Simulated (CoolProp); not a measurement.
Properties of n-dodecane along the isobar 15.5 bar (Tc = 385.0 °C, pc = 18.18 bar, ω = 0.574).

Model: reference Helmholtz-energy equation of state, Lemmon 2004, in CoolProp. It is a short technical equation, of lower accuracy than the large ones.

| T (°C) | phase | Z | cv (kJ/(kg K)) |
|---|---|---|---|
| 222.75 | liquid | 0.1081 | … |
| 230.85 | liquid | 0.1078 | 2.594 |
| 238.95 | liquid | 0.1075 | … |
| 247.05 | liquid | 0.1073 | 2.650 |
| 255.25 | liquid | 0.1071 | … |
| 263.35 | liquid | 0.1071 | 2.706 |
| 271.45 | liquid | … | 2.733 |
| 279.65 | liquid | … | 2.760 |
| 287.75 | liquid | 0.1078 | … |

Fill in the missing entries.


- 222.75, cv (kJ/(kg K)): 2.566
- 238.95, cv (kJ/(kg K)): 2.622
- 255.25, cv (kJ/(kg K)): 2.678
- 271.45, Z: 0.1072
- 279.65, Z: 0.1074
- 287.75, cv (kJ/(kg K)): 2.787
